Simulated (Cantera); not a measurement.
# PbO + H2 + H2O (hydrogen reduction and annealing atmospheres)

Charge: 1 mol PbO, 0.69 mol H2, 0.22 mol H2O, held at 99.0 Pa.

These are equilibrium values from Cantera (NASA tables, ideal gas, pure condensed phases), not measurements of a reactor. Candidate condensed phases: H2O, Pb, PbO, PbO2, Pb3O4; 12 gas species. Mutual solubility and eutectic melting of coexisting phases are not modelled. Gases not in the tables: (PbO)n polymers. Rates play no part.

| T (K) | log p H2O | log p Pb | log p PbO | log p O2 | log p H2 | n Pb(l) | n PbO(yellow) | n PbO(l) |
|---|---|---|---|---|---|---|---|---|
| 975 | -3.01 | -5.04 | -6.89 | -13.04 | -6.88 | 0.681 | 0.310 | 0 |
| 1025 | -3.02 | -4.56 | -6.16 | -11.90 | -6.81 | 0.664 | 0.309 | 0 |
| 1075 | -3.04 | -4.12 | -5.51 | -10.87 | -6.76 | 0.614 | 0.307 | 0 |
| 1125 | -3.10 | -3.72 | -4.92 | -9.93 | -6.75 | 0.471 | 0.296 | 0 |
| 1175 | -3.27 | -3.39 | -4.39 | -9.06 | -6.87 | 0 | 0 | 0.242 |
| 1225 | -3.30 | -3.42 | -3.95 | -7.64 | -7.16 | 0 | 0 | 0.104 |
| 1275 | -3.33 | -3.45 | -3.79 | -6.86 | -7.15 | 0 | 0 | 0 |
| 1325 | -3.33 | -3.45 | -3.80 | -6.47 | -6.96 | 0 | 0 | 0 |
| 1375 | -3.33 | -3.45 | -3.80 | -6.12 | -6.78 | 0 | 0 | 0 |
log p: log10 of the partial pressure in bar; n: condensed amount in mol.

From 975 K to 1125 K the condensed part is Pb(l) + PbO(yellow). From 1175 K to 1225 K the condensed part is PbO(l). From 1275 K to 1375 K nothing is condensed.
